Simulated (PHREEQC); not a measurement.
A solution holds 56 mmol/kgw K2CO3 and 8.2 mmol/kgw KNO3, at 20 °C. Closed to the air; pH follows from the charge balance.

All values are PHREEQC results (ion-association model, phreeqc.dat), not measurements.

### Question
The ionic strength comes out as 0.174 mol/kgw. What activity coefficients do OH-, NO3-, CO3-2, K+, HCO3- get?

### Answer
OH- 0.72, NO3- 0.71, CO3-2 0.33, K+ 0.72, HCO3- 0.76.

Precipitation was switched off in this run. Species that the database lacks are ignored.
